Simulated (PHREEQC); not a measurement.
1.1 g of hydrous ferric oxide (600 m²/g; 0.2 weak and 0.005 strong sites per Fe, Dzombak-Morel constants, diffuse double layer) in 1 kg of water with 0.1 mol/kgw of an inert sodium salt and 3.3e-05 mol/kgw PbCl2 and 0.0003 mol/kgw H3BO3, at 25 °C; the pH is set by adding NaOH or the inert anion's acid. O2 is buffered at 0.21 atm. No CO2 enters from the air. Precipitation was switched off in this run.

The numbers come from PHREEQC with the ion-association model, wateq4f.dat.

Predict B sorbed (%), surface charge σ (C/m²), surface potential ψ (mV) at pH = 3, 4.5, 7.5, 9.


```json
[
 {"pH": "3", "B sorbed (%)": "0.0", "surface charge σ (C/m²)": "0.363", "surface potential ψ (mV)": "152"},
 {"pH": "4.5", "B sorbed (%)": "0.3", "surface charge σ (C/m²)": "0.274", "surface potential ψ (mV)": "138"},
 {"pH": "7.5", "B sorbed (%)": "0.8", "surface charge σ (C/m²)": "0.023", "surface potential ψ (mV)": "30"},
 {"pH": "9", "B sorbed (%)": "0.4", "surface charge σ (C/m²)": "-0.033", "surface potential ψ (mV)": "-41"}
]
```

The oxide is taken as insoluble; below pH 4 it would dissolve.
